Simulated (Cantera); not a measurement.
What does this Cantera script print?

```python
import numpy as np
import cantera as ct

gas_names = """
    AL ALCL ALCL2 ALCL3 ALN AL2 AL2CL6 CL CL2 N N2
""".split()
cond_names = """
    AL(cr) AL(L) ALCL3(s) ALCL3(L) ALN(s)
""".split()


# ... load() reads the species with a 1 bar reference pressure and builds the phases ...
atoms = {
    'AlCl3': {'AL': 1, 'CL': 3},
    'N2': {'N': 2},
}
top_T = {'ALN(s)': 2750}  # K; cautious upper limits of use, not melting points


# ... equilibrate(T, P, feed) seeds the gas with the atoms and calls Mixture.equilibrate('TP', solver="vcs", rtol=1e-11, max_steps=5000) ...
results = []
feed = {'AlCl3': 1, 'N2': 31}  # mol
P = 133.322  # Pa
for T in [1598, 1648, 1698, 1748, 1798, 1848, 1898]:
    mix = equilibrate(T, P, feed)
    results.append((T, P, feed, dict(zip(mix.species_names, mix.species_moles))))

top = {s: max(r[3][s] / sum(r[3][g] for g in gas_names) for r in results) for s in gas_names}
cols = sorted((s for s in top if top[s] > 1e-06), key=lambda s: -top[s])[:7]
seen = [c for c in cond_names if any(r[3].get(c, 0) > 1e-12 for r in results)]
print("log10 of partial pressures in bar; condensed amounts in mol")
print(f"{'T/K':>10s}" + "".join(f"{s[:9]:>10s}" for s in cols + seen))
for T, P, feed, n in results:
    ng = sum(n[g] for g in gas_names)
    print(f"{T:10.4g}" + "".join(f"{np.log10(max(n[s] / ng * P / 1e5, 1e-99)):10.3f}" for s in cols)
          + "".join(f"{n.get(c, 0):10.4g}" for c in seen))
```

Result:

```
log10 of partial pressures in bar; condensed amounts in mol
       T/K        N2        CL     ALCL3      ALCL     ALCL2       CL2        AL
      1598    -2.890    -5.400    -4.416    -6.094    -5.626    -8.873   -11.486
      1648    -2.891    -5.175    -4.439    -5.798    -5.455    -8.671   -10.909
      1698    -2.892    -4.965    -4.476    -5.529    -5.306    -8.487   -10.374
      1748    -2.894    -4.772    -4.532    -5.287    -5.182    -8.325    -9.875
      1798    -2.897    -4.599    -4.616    -5.071    -5.088    -8.190    -9.407
      1848    -2.901    -4.450    -4.741    -4.884    -5.030    -8.091    -8.968
      1898    -2.904    -4.329    -4.923    -4.729    -5.018    -8.037    -8.554
```

Method: chemical equilibrium by Gibbs-energy minimisation in Cantera with the NASA 1993 tables (ideal gas, pure condensed phases). The tables' values for AlCl2 are old estimates; treat these amounts as uncertain.
